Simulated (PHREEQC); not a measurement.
Consider water at 9.7 °C with 0.0012 mol TMAH, 0.0022 mol Na2SO4 and 0.11 mol CuSO4 per kg of water. Closed to the air; pH follows from the charge balance.

The numbers come from PHREEQC with the ion-association model, wateq4f.dat.

```json
{
  "pH": "5.39",
  "ionic_strength": "0.236 mol/kgw",
  "total_alkalinity": "1.20 meq/kg"
}
```

```json
[
 {"species": "SO4-2", "molality": "0.0595", "activity": "0.0168", "log γ": "-0.549"},
 {"species": "Cu+2", "molality": "0.0564", "activity": "0.0180", "log γ": "-0.496"},
 {"species": "CuSO4", "molality": "0.0524", "activity": "0.0553", "log γ": "0.024"},
 {"species": "Na+", "molality": "0.00409", "activity": "0.00303", "log γ": "-0.130"},
 {"species": "(CH3)4N+", "molality": "0.00120", "activity": "0.000854", "log γ": "-0.148"},
 {"species": "Cu2(OH)2+2", "molality": "0.000554", "activity": "0.000171", "log γ": "-0.510"},
 {"species": "NaSO4-", "molality": "0.000311", "activity": "0.000230", "log γ": "-0.130"},
 {"species": "CuOH+", "molality": "6.19e-5", "activity": "4.41e-5", "log γ": "-0.148"},
 {"species": "Cu(OH)2", "molality": "2.13e-5", "activity": "2.25e-5", "log γ": "0.024"},
 {"species": "HSO4-", "molality": "6.76e-6", "activity": "4.88e-6", "log γ": "-0.141"},
 {"species": "H+", "molality": "5.13e-6", "activity": "4.08e-6", "log γ": "-0.100"}
]
```

This is a speciation only: nothing precipitates in the calculation. Saturation is exceeded, for instance for Tenorite (slow to form); the values hold only as long as no solid forms. (CH3)4N+ isn't in the database: it is added as a free cation with an ion size of 4 Å. At this temperature some constants are extrapolated from 25 °C, and those without enthalpy data are left unchanged.
